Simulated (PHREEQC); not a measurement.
Make-up at 25 °C: 190 mmol/kgw HF, 0.54 mmol/kgw (CH3)4NF and 15 mmol/kgw H2SiF6. Closed to the air; pH follows from the charge balance.

All values are PHREEQC results (ion-association model, phreeqc.dat), not measurements.

This is a speciation only: nothing precipitates in the calculation.

Predict the pH, density.

pH 1.50; density 1.000 g/cm³.

In which forms is F present?

HF 64 %, SiF6-2 32 %, HF2- 2.3 %, F- 1.7 % of the F.

Complexes and solids missing from the database can't appear. (CH3)4N+ isn't in the database: it is added as a free cation with an ion size of 4 Å. SiF6-2 is the database's only silicon fluoride.
